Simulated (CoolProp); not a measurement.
Vapour-liquid equilibrium of methanol (1) + isohexane (2) at 428.9 K; x and y are mole fractions of (1).

The numbers come from the multi-fluid Helmholtz-energy mixture model, de Reuck 1993 and Lemmon 2006; pair parameters Bell 2016 in CoolProp.

```json
[
 {"x": "0.05", "bubble pressure (bar)": "11.97", "y at the bubble point": "0.155", "dew pressure at overall composition x (bar)": "10.61", "liquid density (mol/L)": "5.992"},
 {"x": "0.125", "bubble pressure (bar)": "14.18", "y at the bubble point": "0.296", "dew pressure at overall composition x (bar)": "11.55", "liquid density (mol/L)": "6.280"},
 {"x": "0.2", "bubble pressure (bar)": "15.80", "y at the bubble point": "0.385", "dew pressure at overall composition x (bar)": "12.62", "liquid density (mol/L)": "6.616"},
 {"x": "0.275", "bubble pressure (bar)": "17.00", "y at the bubble point": "0.449", "dew pressure at overall composition x (bar)": "13.82", "liquid density (mol/L)": "7.014"},
 {"x": "0.35", "bubble pressure (bar)": "17.86", "y at the bubble point": "0.498", "dew pressure at overall composition x (bar)": "15.15", "liquid density (mol/L)": "7.493"},
 {"x": "0.425", "bubble pressure (bar)": "18.47", "y at the bubble point": "0.540", "dew pressure at overall composition x (bar)": "16.55", "liquid density (mol/L)": "8.075"},
 {"x": "0.5", "bubble pressure (bar)": "18.88", "y at the bubble point": "0.577", "dew pressure at overall composition x (bar)": "17.88", "liquid density (mol/L)": "8.785"},
 {"x": "0.575", "bubble pressure (bar)": "19.12", "y at the bubble point": "0.613", "dew pressure at overall composition x (bar)": "18.86", "liquid density (mol/L)": "9.655"},
 {"x": "0.65", "bubble pressure (bar)": "19.20", "y at the bubble point": "0.650", "dew pressure at overall composition x (bar)": "19.20", "liquid density (mol/L)": "10.72"},
 {"x": "0.725", "bubble pressure (bar)": "19.11", "y at the bubble point": "0.691", "dew pressure at overall composition x (bar)": "18.91", "liquid density (mol/L)": "12.01"},
 {"x": "0.8", "bubble pressure (bar)": "18.78", "y at the bubble point": "0.742", "dew pressure at overall composition x (bar)": "18.24", "liquid density (mol/L)": "13.59"},
 {"x": "0.875", "bubble pressure (bar)": "18.13", "y at the bubble point": "0.810", "dew pressure at overall composition x (bar)": "17.40", "liquid density (mol/L)": "15.54"},
 {"x": "0.95", "bubble pressure (bar)": "17.02", "y at the bubble point": "0.908", "dew pressure at overall composition x (bar)": "16.53", "liquid density (mol/L)": "17.95"}
]
```

y crosses x between x = 0.575 and 0.65: the model has an azeotrope there.

The pair parameters rest on a limited set of measurements; away from them the model extrapolates.
